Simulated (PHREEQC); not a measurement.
A PHREEQC input (ion-association model, wateq4f.dat):

```
SOLUTION 1
  temp 25
  units mg/L
  pH 12.5
  pe 9.6
  Na 25.8
  K 0.473
  Ca 39.8
  Mg 41.9
  Cl 126
  S(6) 79.5 as SO4
  Alkalinity 72.8 as HCO3
  Sr 6.44
END
USE solution 1
EQUILIBRIUM_PHASES 1
  Gypsum 0 0
  CO2(g) -2 10
END
```

It stops with these messages:

```
WARNING: Maximum iterations exceeded, 100
WARNING: Maximum iterations exceeded, 100
WARNING: The program has failed to converge to a numerical solution.
ERROR:           Alkalinity has not converged. Total: 1.194180e-03	Calculated: 2.096565e-02	Residual: -1.977147e-02
ERROR: Is non-carbonate alkalinity greater than total alkalinity?
ERROR:                   Ca has not converged. Total: 9.939389e-04	Calculated: 1.010167e-03	Residual: -1.622852e-05
ERROR:                   Cl has not converged. Total: 3.557311e-03	Calculated: 4.045006e-03	Residual: -4.876946e-04
ERROR:                    K has not converged. Total: 1.210783e-05	Calculated: 1.379305e-05	Residual: -1.685215e-06
ERROR:                   Mg has not converged. Total: 1.725034e-03	Calculated: 1.009242e-03	Residual: 7.157924e-04
ERROR:                   Na has not converged. Total: 1.123282e-03	Calculated: 1.302506e-03	Residual: -1.792241e-04
ERROR:                 S(6) has not converged. Total: 8.283441e-04	Calculated: 6.173651e-04	Residual: 2.109790e-04
ERROR:                   Sr has not converged. Total: 7.356766e-05	Calculated: 6.811551e-05	Residual: 5.452148e-06
ERROR:                   Mu Ionic strength has not converged. 	Residual: 5.042480e-03
ERROR:               A(H2O) Activity of water has not converged. 	Residual: 5.960249e-01
ERROR: Model failed to converge for initial solution  1.
```

Task: Find the cause and the fix.

Result: The fault: pH typed as 12.5 with the alkalinity kept. The line should read `pH 8.29` where the input has `pH 12.5`. With the mend the run ends at pH 6.84 and ionic strength 0.00944 mol/kgw.
